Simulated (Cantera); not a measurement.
Charge: 1 mol C, a varied amount of NH3, 0.74 mol CO2, equilibrated at 1650 °C and 43.5 Torr.

Equilibrium computed with Cantera from the NASA thermochemical tables; the gas is ideal and each condensed phase is pure. Candidate condensed phases: C, C6H6, C7H8, C8H18, H2O; 136 gas species. Kinetics and transport are ignored.

At 0.038 mol NH3, list the 7 most abundant gas species with their mole fractions, and the condensed phases.

CO 0.951, H2 0.0361, N2 0.0121, H 0.000743, HCN 0.000225, C2H2 (acetylene) 1.63e-5, HNC 1.10e-5. Condensed: C(graphite).
